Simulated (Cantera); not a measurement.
A Cantera script and its output.

```python
import numpy as np
import cantera as ct

gas = ct.Solution("gri30.yaml")
gas.TPX = 1825, 1400, {'CH4': 1, 'H2': 91, 'N2': 8.1}
inlet = ct.Reservoir(gas, clone=True)

reactor = ct.IdealGasConstPressureReactor(gas, energy="off", clone=False)
exhaust = ct.Reservoir(gas, clone=True)
tau = [8.7, 3.6, 1.5, 0.62, 0.26, 0.11, 0.044, 0.018, 0.0076, 0.0032, 0.0013][0]
for a, b in ((inlet, reactor), (reactor, exhaust)):
    ct.MassFlowController(a, b, mdot=lambda t: reactor.mass / tau)
net = ct.ReactorNet([reactor])
show = ['CH4', 'H2', 'CH3', 'C2H6', 'C2H4']

rows = []
print(f"{'tau/s':>10s}{'T/K':>9s}" + "".join(f"{s:>11s}" for s in show))
for tau in [8.7, 3.6, 1.5, 0.62, 0.26, 0.11, 0.044, 0.018, 0.0076, 0.0032, 0.0013]:
    net.initial_time = 0.0
    net.advance(30 * tau)
    before = gas.X
    net.advance(40 * tau)
    drift = np.max(np.abs(gas.X - before) / (gas.X + 1e-9))
    rows.append([gas.T, *gas[show].X, drift])
    print(f"{tau:10.3e}{gas.T:9.1f}" + "".join(f"{x:11.3e}" for x in gas[show].X))
```

Output:

```
     tau/s      T/K        CH4         H2        CH3       C2H6       C2H4
 8.700e+00   1825.0  1.315e-03  9.110e-01  9.406e-05  1.164e-08  1.521e-06
 3.600e+00   1825.0  2.063e-03  9.107e-01  1.397e-04  2.692e-08  2.010e-06
 1.500e+00   1825.0  3.181e-03  9.102e-01  2.001e-04  5.872e-08  3.080e-06
 6.200e-01   1825.0  4.760e-03  9.095e-01  2.702e-04  1.164e-07  5.107e-06
 2.600e-01   1825.0  6.647e-03  9.087e-01  3.254e-04  1.888e-07  7.814e-06
 1.100e-01   1825.0  8.415e-03  9.082e-01  3.202e-04  2.174e-07  9.229e-06
 4.400e-02   1825.0  9.538e-03  9.083e-01  2.148e-04  1.301e-07  6.351e-06
 1.800e-02   1825.0  9.864e-03  9.087e-01  1.015e-04  3.773e-08  2.174e-06
 7.600e-03   1825.0  9.943e-03  9.089e-01  4.419e-05  8.117e-09  4.214e-07
 3.200e-03   1825.0  9.970e-03  9.090e-01  1.891e-05  1.521e-09  5.028e-08
 1.300e-03   1825.0  9.982e-03  9.091e-01  7.881e-06  2.449e-10  4.233e-09
```

Cantera simulation using GRI-Mech 3.0 (53 species, 325 reactions); the numbers are that mechanism's predictions, not measurements. GRI-Mech 3.0 stops at C3 and has no aromatics, soot or wall deposition, so with more carbon than oxygen in the feed, carbon stays in small species such as C2H2 where larger ones or solid carbon would form. Radical loss at walls, strong at low pressure, is not modelled.
